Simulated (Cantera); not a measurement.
Input: 1 mol HMDSO, 0.48 mol H2O, at 0.0210 bar.

Method: chemical equilibrium by Gibbs-energy minimisation in Cantera with the NASA 1993 tables (ideal gas, pure condensed phases). Candidate condensed phases: C, C6H6, C7H8, C8H18, H2O, Si, SiC, SiO2; 123 gas species. The feed counts by its element totals alone. Mutual solubility and eutectic melting of coexisting phases are not modelled. The numbers say what is thermodynamically allowed, not how fast it happens.

log p: log10 of the partial pressure in bar; n: condensed amount in mol.

| T (K) | log p H2 | log p CH4 | log p CO | log p H2O | log p C2H6 | n C(graphite) | n SiC(s) | n SiO2(α-quartz) | n SiO2(β-quartz) |
|---|---|---|---|---|---|---|---|---|---|
| 600 | -1.98 | -1.98 | <-13 | <-13 | -8.21 | 1.59 | 1.26 | 0.740 | 0 |
| 650 | -1.82 | -2.23 | <-13 | <-13 | -8.40 | 2.66 | 1.26 | 0.740 | 0 |
| 700 | -1.74 | -2.55 | <-13 | ___ | -8.72 | 3.62 | 1.26 | 0.740 | 0 |
| 750 | -1.70 | -2.90 | -12.22 | ___ | -9.11 | 4.21 | 1.26 | 0.740 | 0 |
| 800 | -1.69 | -3.25 | -10.89 | ___ | -9.51 | 4.49 | 1.26 | 0.740 | 0 |
| 850 | -1.68 | -3.57 | -9.71 | ___ | -9.89 | 4.62 | 1.26 | 0 | 0.740 |
| 900 | -1.68 | -3.87 | -8.67 | ___ | -10.23 | 4.68 | 1.26 | 0 | 0.740 |
| 950 | -1.68 | -4.13 | -7.74 | ___ | -10.54 | 4.71 | 1.26 | 0 | 0.740 |
| 1000 | -1.68 | -4.38 | -6.90 | ___ | -10.83 | 4.72 | 1.26 | 0 | 0.740 |
| 1050 | -1.68 | -4.60 | -6.15 | ___ | -11.09 | 4.73 | 1.26 | 0 | 0.740 |
| 1100 | -1.68 | -4.80 | -5.46 | ___ | -11.33 | 4.73 | 1.26 | 0 | 0.739 |

**Question.** What belongs in the gaps?

**Answer.** 
- 700, log p H2O: -12.86
- 750, log p H2O: -11.97
- 800, log p H2O: -11.21
- 850, log p H2O: -10.55
- 900, log p H2O: -9.97
- 950, log p H2O: -9.45
- 1000, log p H2O: -8.99
- 1050, log p H2O: -8.57
- 1100, log p H2O: -8.19
